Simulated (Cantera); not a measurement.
A closed system holds: 1 mol AlN, 1.5 mol O2, at 1777 °C and 13.5 Torr.

These are equilibrium values from Cantera (NASA tables, ideal gas, pure condensed phases), not measurements of a reactor. Candidate condensed phases: Al, AlN, Al2O3; 16 gas species. Kinetics and transport are ignored.

Base state: O2 0.590, N2 0.394, NO 0.0104, O 0.00557 (mole fractions); condensed: Al2O3(s).

What changes in the equilibrium state with this change: temperature from 1777 °C to 1550 °C?


```json
[
 {"species": "O2", "before": "0.590", "after": "0.597"},
 {"species": "N2", "before": "0.394", "after": "0.397"},
 {"species": "NO", "before": "0.0104", "after": "0.00537"},
 {"species": "O", "before": "0.00557", "after": "0.000870"},
 {"species": "Al2O3(s), mol", "before": "0.500", "after": "0.500"}
]
```

What changes in the equilibrium state with this change: 0.49 mol NH3 added?


```json
[
 {"species": "N2", "before": "0.394", "after": "0.394"},
 {"species": "H2O", "before": "0", "after": "0.382"},
 {"species": "O2", "before": "0.590", "after": "0.197"},
 {"species": "OH", "before": "0", "after": "0.0137"},
 {"species": "NO", "before": "0.0104", "after": "0.00601"},
 {"species": "H2", "before": "0", "after": "0.00267"},
 {"species": "H", "before": "0", "after": "0.000874"},
 {"species": "Al2O3(s), mol", "before": "0.500", "after": "0.500"}
]
```
Further candidate phases: H2O.
